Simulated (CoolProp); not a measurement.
Properties of oxygen at several states (Tc = 154.6 K, pc = 5.046 MPa, ω = 0.022).

Computed with CoolProp (reference Helmholtz-energy equation of state, Schmidt 1985). Above 300 K oxygen's equation is extrapolated.

```
T (K)  p (MPa)   phase  density (kg/m³)  speed of sound (m/s)  Joule-Thomson coefficient (K/MPa)  Prandtl number
-----  -------  ------  ---------------  --------------------  ---------------------------------  --------------
951.6   0.0944     gas           0.3817                 570.6                            -0.2367           0.748
281.6   0.0188     gas           0.2570                   [?]                              3.000           0.719
119.5     20.1  liquid             1052                 799.2                            -0.2709            1.65
966.1   0.0548     gas           0.2183                 574.6                                [?]           0.748
239.5   0.0183     gas           0.2942                 295.0                              4.031           0.726
551.9    0.073     gas           0.5090                 441.2                                [?]           0.727
```

### Question
Fill in the missing entries.

### Answer

- 281.6, speed of sound (m/s): 319.6
- 966.1, Joule-Thomson coefficient (K/MPa): -0.2492
- 551.9, Joule-Thomson coefficient (K/MPa): 0.5254

Viscosity comes from a separate model (Lemmon 2004). Thermal conductivity comes from a separate model (Lemmon 2004).
